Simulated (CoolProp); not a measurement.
Properties of R1233zd(E) along the isobar 11.1 bar (Tc = 438.9 K, pc = 35.83 bar, ω = 0.304).

Values from CoolProp's reference Helmholtz-energy equation of state, Akasaka 2022.

```
T (K)   phase        Z  cp (kJ/(kg K))  cv (kJ/(kg K))  speed of sound (m/s)  expansivity (1/kK)
-----  ------  -------  --------------  --------------  --------------------  ------------------
218.4  liquid  0.05536           1.041          0.7199                  1020               1.431
251.5  liquid  0.05051           1.095          0.7597                 883.1               1.570
284.6  liquid  0.04717           1.156          0.8037                 750.5               1.777
317.7  liquid  0.04504           1.226          0.8477                 621.7               2.110
350.8  liquid  0.04414           1.316          0.8905                 492.4               2.719
383.8     gas   0.7919           1.067          0.8844                 132.4               5.714
416.9     gas   0.8538           1.038          0.9065                 147.5               4.071
450       gas   0.8921           1.041          0.9324                 159.0               3.273
```
